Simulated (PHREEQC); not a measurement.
**Metal-bearing waste water (model solution)**

Consider water at 20 °C with 0.021 mol Al2(SO4)3, 0.00015 mol ZnCl2, 0.0048 mol NaHCO3 and 0.3 mol Na2SO4 per kg of water. Closed to the air; pH follows from the charge balance.

Computed with PHREEQC (ion-association model, phreeqc.dat).

Each row changes one thing in this solution. This is a speciation only: nothing precipitates in the calculation.

```tsv
case	pH	ionic strength (mol/kgw)	Na+ (mol/kgw)	SO4-2 (mol/kgw)	NaSO4- (mol/kgw)	Al(SO4)2- (mol/kgw)	SI of Al(OH)3(a) (Al(OH)3)
as made	5.62	0.747	0.508	0.207	0.0969	0.0202	+1.73
diluted 100-fold with water	4.96	0.0102	0.00598	0.00326	6.31e-5	1.81e-5	-0.69
ZnCl2 from 0.00015 to 0.000165 mol/kgw	5.62	0.747	0.508	0.207	0.0969	0.0202	+1.73
NaHCO3 from 0.0048 to 0.024 mol/kgw	5.96	…	0.522	0.211	0.101	0.0177	+2.69
0.036 mol/kgw KCl added	5.61	0.776	0.510	0.204	0.0946	…	+1.71
ZnCl2 replaced by NH4Cl at the same molality	5.62	0.747	0.508	0.208	0.0970	0.0202	+1.73
ZnCl2 left out	5.62	0.747	0.508	0.208	0.0970	0.0202	+1.73
```

### Question
What belongs in the gaps?

### Answer

- NaHCO3 from 0.0048 to 0.024 mol/kgw, ionic strength (mol/kgw): 0.769
- 0.036 mol/kgw KCl added, Al(SO4)2- (mol/kgw): 0.0198

The ionic strength passes 0.7 mol/kgw, the rough limit of the ion-association models, in as made; ZnCl2 from 0.00015 to 0.000165 mol/kgw; NaHCO3 from 0.0048 to 0.024 mol/kgw; 0.036 mol/kgw KCl added; ZnCl2 replaced by NH4Cl at the same molality; ZnCl2 left out. Species that the database lacks are ignored. Some of these states are supersaturated (in Al(OH)3(a), Gibbsite (slow to form), for instance).
